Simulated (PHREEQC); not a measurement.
Solution (25 °C): 11 mmol/kgw H3PO4 and 6.1 mmol/kgw H3AsO4. Closed to the air; pH follows from the charge balance.

Model: ion-association model, wateq4f.dat, run in PHREEQC.

| Property | Result |
|---|---|
| pH | 2.13 |
| ionic strength | 0.00810 mol/kgw |
| total alkalinity | -17.1 meq/kg |

| species | molality | activity | log γ |
|---|---|---|---|
| H+ | 0.00810 | 0.00745 | -0.036 |
| H2PO4- | 0.00550 | 0.00502 | -0.040 |
| H3PO4 | 0.00550 | 0.00551 | 0.001 |
| H3AsO4 | 0.00350 | 0.00351 | 0.001 |
| H2AsO4- | 0.00260 | 0.00236 | -0.041 |
| HPO4-2 | 6.05e-8 | 4.19e-8 | -0.160 |
| HAsO4-2 | 3.20e-8 | 2.19e-8 | -0.163 |

No solid was allowed to form. H3PO4, which wateq4f.dat lacks, is added to it with the constant of phreeqc.dat.
